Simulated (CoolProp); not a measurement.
A closed Brayton cycle with dry air: compressor inlet 332.15 K and 6.5 MPa, high pressure 12.1 MPa, turbine inlet 860 K, compressor efficiency 0.89, turbine efficiency 0.85, recuperator effectiveness 0.8 (on enthalpy, no pinch check). Each further row changes one setting.

The numbers come from the reference Helmholtz-energy equation of state, Lemmon 2000 in CoolProp. It is a pseudo-pure fit of the blend.

```
case                           thermal efficiency (%)  net work (kJ/kg)  compressor to turbine work  compressor exit (K)  turbine exit (K)
-----------------------------  ----------------------  ----------------  --------------------------  -------------------  ----------------
as stated                                         ___              49.9                        0.60                405.6             750.4
turbine inlet 810 K                              23.0              42.7                         ___                405.6               ___
compressor inlet 342.15 K                         ___               ___                        0.62                417.7             750.4
high pressure 10.3 MPa                           22.2               ___                        0.57                  ___             777.4
recuperator effectiveness 0.5                    15.9              49.9                        0.60                405.6             750.4
```

**Question.** Complete the blanks.

**Answer.** 
- as stated, thermal efficiency (%): 24.7
- turbine inlet 810 K, compressor to turbine work: 0.64
- turbine inlet 810 K, turbine exit (K): 705.7
- compressor inlet 342.15 K, thermal efficiency (%): 23.8
- compressor inlet 342.15 K, net work (kJ/kg): 47.5
- high pressure 10.3 MPa, net work (kJ/kg): 40.2
- high pressure 10.3 MPa, compressor exit (K): 385.3
